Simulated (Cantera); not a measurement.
**Premixed flame**

A freely propagating, adiabatic, planar premixed flame of CH4 : O2 : N2 = 1 : 2 : 7.52 (molar parts), unburnt at 325 K and 128 Torr; mixture-averaged transport, grid criteria slope 0.08 and curve 0.16, no radiation.

Cantera simulation using GRI-Mech 3.0 (53 species, 325 reactions); the numbers are that mechanism's predictions, not measurements. Burning velocities carry a grid error of a few per cent, more on coarse grids.

```csv
z (mm),T (K),u (m/s),x CH4,x O2,x C2H4,x N2O,x CO2,x C2H2
-5.59,325,0.666,0.0950,0.190,<1e-8,<1e-8,<1e-8,<1e-8
-3.73,325,0.667,0.0949,0.190,<1e-8,<1e-8,1.19e-7,<1e-8
-2.79,327,0.672,0.0946,0.189,6.87e-8,<1e-8,1.87e-6,<1e-8
-1.86,360,0.745,0.0923,0.187,2.71e-6,<1e-8,7.84e-5,3.43e-7
-0.931,767,1.61,0.0690,0.158,0.000104,<1e-8,0.00318,1.26e-5
-0.466,1205,2.57,0.0389,0.117,0.000309,<1e-8,0.00991,4.32e-5
0,1604,3.45,0.00999,0.0680,0.000245,<1e-8,0.0215,8.56e-5
0.466,1762,3.79,0.000894,0.0390,1.82e-5,1.39e-8,0.0348,2.00e-5
0.931,1796,3.85,4.11e-5,0.0286,3.27e-7,1.71e-8,0.0454,8.04e-7
1.86,1822,3.89,1.12e-7,0.0234,<1e-8,1.78e-8,0.0565,<1e-8
3.73,1854,3.94,<1e-8,0.0213,<1e-8,1.75e-8,0.0626,<1e-8
7.45,1897,4.02,<1e-8,0.0198,<1e-8,1.80e-8,0.0645,<1e-8
14.9,1956,4.13,<1e-8,0.0179,<1e-8,1.95e-8,0.0664,<1e-8
```
x: mole fraction of selected species; z is measured from the peak of heat release.

```yaml
laminar_burning_velocity: 66.6 cm/s
thermal_thickness: 1.86 mm
peak x(C2H4): 0.000362
peak x(C2H2): 8.62e-5
grid_points: 160
```
